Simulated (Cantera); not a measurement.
## Thermodynamics of thermal oxidation and active oxidation of silicon, feed Si + CO2 + N2

Charge: 1 mol Si, 0.044 mol CO2, 1.2 mol N2, equilibrated at 5.30e-5 bar.

Equilibrium computed with Cantera from the NASA thermochemical tables; the gas is ideal and each condensed phase is pure. Candidate condensed phases: C, Si, SiC, SiO2, Si2N2O, Si3N4; 34 gas species. Mutual solubility and eutectic melting of coexisting phases are not modelled. The tables' values for SiN are old estimates; treat these amounts as uncertain. Rates play no part.

From 1302 °C to 1377 °C the condensed part is Si(s) + SiC(s). From 1452 °C to 1602 °C the condensed part is Si(l) + SiC(s). At 1677 °C the condensed part is SiC(s). From 1752 °C to 1902 °C nothing is condensed. The main Si-bearing gas is SiO at 1302 °C and Si at 1902 °C.

```csv
T (°C),x N2,x Si,x SiO,x CO,x Si2C,n Si(s),n SiC(s),n Si(l)
1302,0.931,0.00108,0.0659,0.00232,2.89e-6,0.873,0.0410,0
1377,0.927,0.00505,0.0651,0.00290,2.24e-5,0.869,0.0402,0
1452,0.913,0.0192,0.0630,0.00402,0.000134,0,0.0385,0.852
1527,0.874,0.0599,0.0581,0.00606,0.000636,0,0.0348,0.799
1602,0.768,0.171,0.0484,0.00794,0.00266,0,0.0274,0.614
1677,0.548,0.397,0.0305,0.00972,0.00877,0,0.00345,0
1752,0.539,0.415,0.0233,0.0163,0.00344,0,0,0
1827,0.536,0.422,0.0205,0.0188,0.000848,0,0,0
1902,0.535,0.424,0.0198,0.0194,0.000186,0,0,0
```
x: gas mole fraction; n: condensed amount in mol.
